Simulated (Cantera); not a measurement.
Source: NASA polynomial tables (part measured, part estimated), evaluated in Cantera. Values are per mole of reaction as written; species without (g) are pure solids or liquids, kept so even where they would boil at 1 bar.

Between 300 and 1700 K, where is each reaction favourable under standard conditions?
- 2 NH3(g) + P2(g) = 2 N(g) + 2 PH3(g)


- 2 NH3(g) + P2(g) = 2 N(g) + 2 PH3(g): ΔG° is 867 kJ at 300 K and 668 kJ at 1700 K; it stays positive (K < 1). ΔH° is 930 kJ and ΔS° 154 J/K at 1700 K.
